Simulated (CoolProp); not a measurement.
A single-stage vapour-compression cycle with R1336mzz(E): evaporating at 264.15 K (dew point), condensing at 324.15 K (bubble point), superheat 8 K, subcooling 2 K, compressor efficiency 0.6, no pressure losses. Each further row changes one setting.

The numbers come from the reference Helmholtz-energy equation of state, Akasaka 2023 in CoolProp.

```tsv
case	cooling COP	pressure ratio	discharge temperature (K)	refrigerating effect (kJ/kg)	volumetric capacity (kJ/m³)
as stated	1.89	9.15	341.2	96.2	347
evaporating temperature 269.15 K	2.17	7.26	339.7	99.9	447
condensing temperature 319.15 K	2.15	7.90	336.3	103	370
subcooling 7 K	2.01	9.15	341.2	103	370
superheat 18 K	1.95	9.15	352.5	104	361
compressor efficiency 0.5	1.57	9.15	352.3	96.2	347
```
